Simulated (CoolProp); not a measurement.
Oxygen along the isotherm 226 K: Z from the reference equation and from simpler models built on Tc = 154.6 K, pc = 5.046 MPa, ω = 0.022; each cubic takes its own stable root.

Computed with CoolProp (reference Helmholtz-energy equation of state, Schmidt 1985).

```json
[
 {"p (MPa)": "2.1", "phase": "gas", "reference": "0.9584", "Redlich-Kwong": "0.9563", "Peng-Robinson": "0.9489"},
 {"p (MPa)": "4.21", "phase": "gas", "reference": "0.9172", "Redlich-Kwong": "0.9139", "Peng-Robinson": "0.9006"},
 {"p (MPa)": "6.31", "phase": "supercritical", "reference": "0.8779", "Redlich-Kwong": "0.8745", "Peng-Robinson": "0.8570"},
 {"p (MPa)": "8.41", "phase": "supercritical", "reference": "0.8417", "Redlich-Kwong": "0.8395", "Peng-Robinson": "0.8192"},
 {"p (MPa)": "10.5", "phase": "supercritical", "reference": "0.8106", "Redlich-Kwong": "0.8109", "Peng-Robinson": "0.7890"},
 {"p (MPa)": "12.6", "phase": "supercritical", "reference": "0.7863", "Redlich-Kwong": "0.7901", "Peng-Robinson": "0.7670"},
 {"p (MPa)": "14.7", "phase": "supercritical", "reference": "0.7704", "Redlich-Kwong": "0.7782", "Peng-Robinson": "0.7538"},
 {"p (MPa)": "16.8", "phase": "supercritical", "reference": "0.7634", "Redlich-Kwong": "0.7751", "Peng-Robinson": "0.7486"},
 {"p (MPa)": "18.9", "phase": "supercritical", "reference": "0.7649", "Redlich-Kwong": "0.7794", "Peng-Robinson": "0.7502"},
 {"p (MPa)": "21", "phase": "supercritical", "reference": "0.7734", "Redlich-Kwong": "0.7898", "Peng-Robinson": "0.7574"},
 {"p (MPa)": "23.1", "phase": "supercritical", "reference": "0.7876", "Redlich-Kwong": "0.8048", "Peng-Robinson": "0.7689"},
 {"p (MPa)": "25.2", "phase": "supercritical", "reference": "0.8061", "Redlich-Kwong": "0.8231", "Peng-Robinson": "0.7837"}
]
```
